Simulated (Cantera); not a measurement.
Charge: 1 mol Si, 9.8 mol HCl, 0.4 mol H2, equilibrated at 475 °C and 15000 Pa.

Method: chemical equilibrium by Gibbs-energy minimisation in Cantera with the NASA 1993 tables (ideal gas, pure condensed phases). Candidate condensed phases: Si; 19 gas species. Equilibrium is a limit: real reactors are often held back by kinetics, nucleation or transport.

Base state: HCl 0.630, H2 0.261, SiCl4 0.109, SiHCl3 1.98e-5 (mole fractions); condensed: gas only.

What changes in the equilibrium state with this change: HCl from 9.8 to 1.7 mol?


```tsv
species	before	after
H2	0.261	0.726
SiCl4	0.109	0.212
SiHCl3	1.98e-5	0.0600
HCl	0.630	0.00112
SiH2Cl2	<1e-9	0.00124
SiCl3	2.25e-8	4.10e-5
Si(s), mol	0	0.550
```
The tables' values for SiCl3 are old estimates; treat these amounts as uncertain.
